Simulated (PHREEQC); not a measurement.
Make-up at 25 °C: 0.009 mol/kgw CuSO4, 0.0028 mol/kgw HNO3 and 0.0002 mol/kgw KCl. Closed to the air; pH follows from the charge balance.

Computed with PHREEQC (ion-association model, wateq4f.dat).

This is a speciation only: nothing precipitates in the calculation.

Task: Predict the pH.

Result: pH 2.73.

Task: In which forms is K present?

Result: K+ 98 %, KSO4- 2.2 % of the K.

Complexes and solids missing from the database can't appear.
